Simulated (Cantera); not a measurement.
Charge: 1 mol MgO, 4.2 mol CH4, 1.2 mol H2, 0.97 mol CO, equilibrated at 14.0 Pa.

Method: chemical equilibrium by Gibbs-energy minimisation in Cantera with the NASA 1993 tables (ideal gas, pure condensed phases). Candidate condensed phases: C, C6H6, C7H8, C8H18, H2O, Mg, MgCO3, MgO, Mg(OH)2; 116 gas species. The numbers say what is thermodynamically allowed, not how fast it happens.

Task: Which condensed phases are stable at each of these points (T (K)): 1173, 1273, 1373, 1473, 1573, 1673, 1773, 1873, 1973, 2073, 2173, 2273, 2373, 2473?

Result: 
```
T (K)      condensed phases  Mg condensed (%)
-----  --------------------  ----------------
1173   C(graphite) + MgO(s)              99.7
1273   C(graphite) + MgO(s)              61.0
1373            C(graphite)               0.0
1473            C(graphite)               0.0
1573            C(graphite)               0.0
1673            C(graphite)               0.0
1773            C(graphite)               0.0
1873            C(graphite)               0.0
1973            C(graphite)               0.0
2073            C(graphite)               0.0
2173            C(graphite)               0.0
2273            C(graphite)               0.0
2373            C(graphite)               0.0
2473            C(graphite)               0.0
```

From 1173 K to 1273 K the condensed part is C(graphite) + MgO(s). From 1373 K to 2473 K the condensed part is C(graphite).
